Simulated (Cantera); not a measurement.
Input: 1 mol N2O, 0.044 mol SO2, held at 3425 K and 0.100 bar.

Equilibrium computed with Cantera from the NASA thermochemical tables; the gas is ideal and each condensed phase is pure. Candidate condensed phases: S; 17 gas species. Equilibrium is a limit: real reactors are often held back by kinetics, nucleation or transport.

Base state: N2 0.505, O 0.358, O2 0.0776, NO 0.0365, SO 0.0121, S 0.00715, SO2 0.00378, N 0.000346 (mole fractions); condensed: gas only.

Q: What changes in the equilibrium state with this change: N2O replaced by NF3?

A: 
```json
[
 {"species": "F", "before": "0", "after": "0.828"},
 {"species": "N2", "before": "0.505", "after": "0.137"},
 {"species": "O", "before": "0.358", "after": "0.0215"},
 {"species": "O2", "before": "0.0776", "after": "0.000279"},
 {"species": "NO", "before": "0.0365", "after": "0.00114"},
 {"species": "SO", "before": "0.0121", "after": "0.00109"},
 {"species": "S", "before": "0.00715", "after": "0.0108"},
 {"species": "SF", "before": "0", "after": "0.000221"},
 {"species": "SO2", "before": "0.00378", "after": "2.05e-5"},
 {"species": "S2", "before": "9.03e-6", "after": "2.04e-5"},
 {"species": "N", "before": "0.000346", "after": "0.000180"}
]
```

Q: What changes in the equilibrium state with this change: SO2 from 0.044 to 0.014 mol?

A: 
```csv
species,before,after
N2,0.505,0.521
O,0.358,0.357
O2,0.0776,0.0772
SO,0.0121,0.00396
S,0.00715,0.00235
NO,0.0365,0.0369
SO2,0.00378,0.00124
N,0.000346,0.000351
```

Q: What changes in the equilibrium state with this change: temperature from 3425 K to 1050 K?

A: 
```csv
species,before,after
N2,0.505,0.649
O2,0.0776,0.322
SO2,0.00378,0.0241
O,0.358,1.20e-9
SO,0.0121,<1e-9
NO,0.0365,5.94e-5
S,0.00715,<1e-9
N,0.000346,<1e-9
SO3,1.91e-7,0.00447
```
